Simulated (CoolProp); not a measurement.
A Linde-Hampson liquefier for methane: isothermal reversible compression at 250 K from 1 atm to 5 MPa, throttling to 1 atm, return gas leaving the recuperator 5 K below the feed. Each further row changes one setting.

The numbers come from the reference Helmholtz-energy equation of state, Setzmann 1991 in CoolProp.

| case | liquid yield per pass | compression work (kJ/kg of gas) |
|---|---|---|
| as stated | 0.078 | 485 |
| high pressure 10 MPa | (withheld) | (withheld) |
| warm-end temperature 280 K | 0.053 | 551 |
| warm-end gap 10 K | (withheld) | 485 |

**Question.** Fill in the missing entries.

**Answer.** 
- high pressure 10 MPa, liquid yield per pass: 0.188
- high pressure 10 MPa, compression work (kJ/kg of gas): 553
- warm-end gap 10 K, liquid yield per pass: 0.065
